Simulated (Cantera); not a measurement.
A perfectly stirred reactor is fed with 20.5 % H2, 15.6 % O2, 58.5 % N2, 5.34 % H2O, at 57000 Pa; it is adiabatic with a 500 K inlet, and is followed from long to short residence time, starting on the burning branch (τ in s: 0.49, 0.22, 0.1, 0.046, 0.021, 0.0095, 0.0043, 0.0019, 0.00088, 0.0004, 0.00018, 8.2e-05, 3.7e-05).

Model: GRI-Mech 3.0 (53 species, 325 reactions), integrated in Cantera.

One state of this run: T (K) = 1987; x H2 = 0.00140; x O2 = 0.0581; x H2O = 0.284; x NO = 8.85e-5; x N2O = 2.17e-7. x: mole fraction; the columns are a selection and need not sum to one.

Problem. Which value of τ (s) does it belong to?
A) 0.00040
B) 0.22
C) 0.046
D) 0.0043

Solution. C, 0.046
